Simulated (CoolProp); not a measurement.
A simple Rankine cycle with trans-2-butene: condensing at 325.15 K, boiler at 1.92 MPa, turbine inlet 387.7 K, turbine efficiency 0.65, pump efficiency 0.7, no recuperator. Each further row changes one setting.

Model: reference Helmholtz-energy equation of state, Lemmon 2005, in CoolProp. It is a short technical equation, of lower accuracy than the large ones.

```csv
case,thermal efficiency (%),net work (kJ/kg),heat in (kJ/kg),turbine exit temperature (K),volume ratio over the turbine
as stated,8.0,33.3,418,343.2,…
turbine inlet 407.7 K,…,37.7,…,367.4,4.12
condensing temperature 317.15 K,…,39.2,438,337.9,…
boiler pressure 1.34 MPa,6.2,27.7,…,…,2.77
turbine efficiency 0.55,6.6,27.7,418,346.2,4.40
```

Question: Fill in the missing entries.

Answer: 
- as stated, volume ratio over the turbine: 4.34
- turbine inlet 407.7 K, thermal efficiency (%): 8.1
- turbine inlet 407.7 K, heat in (kJ/kg): 468
- condensing temperature 317.15 K, thermal efficiency (%): 9.0
- condensing temperature 317.15 K, volume ratio over the turbine: 5.40
- boiler pressure 1.34 MPa, heat in (kJ/kg): 444
- boiler pressure 1.34 MPa, turbine exit temperature (K): 359.7
